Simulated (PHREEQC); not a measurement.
A solution holds 0.0032 mol NaHS and 0.00019 mol Ca(HCO3)2 per kg of water, at 20 °C. Closed to the air; pH follows from the charge balance.

Computed with PHREEQC (ion-association model, phreeqc.dat).

Each row changes one thing in this solution. No solid was allowed to form.

```
case                                         pH  ionic strength (mol/kgw)  H2S (mol/kgw)
-----------------------------------------  ----  ------------------------  -------------
as made                                    9.01                   0.00378        2.96e-5
NaHS from 0.0032 to 0.0048 mol/kgw          [?]                   0.00538        3.66e-5
temperature from 20 to 85 °C               8.19                   0.00376        6.38e-5
temperature from 20 to 65 °C                [?]                   0.00376        4.67e-5
Ca(HCO3)2 left out                         9.30                   0.00320        1.53e-5
Ca(HCO3)2 from 0.00019 to 3.8e-05 mol/kgw   [?]                   0.00332        1.86e-5
temperature from 20 to 30 °C                [?]                   0.00377        3.12e-5
```

Task: Some entries are withheld; supply them.

Result: 
- NaHS from 0.0032 to 0.0048 mol/kgw, pH: 9.09
- temperature from 20 to 65 °C, pH: 8.39
- Ca(HCO3)2 from 0.00019 to 3.8e-05 mol/kgw, pH: 9.21
- temperature from 20 to 30 °C, pH: 8.86

At this temperature some constants are extrapolated from 25 °C, and those without enthalpy data are left unchanged.
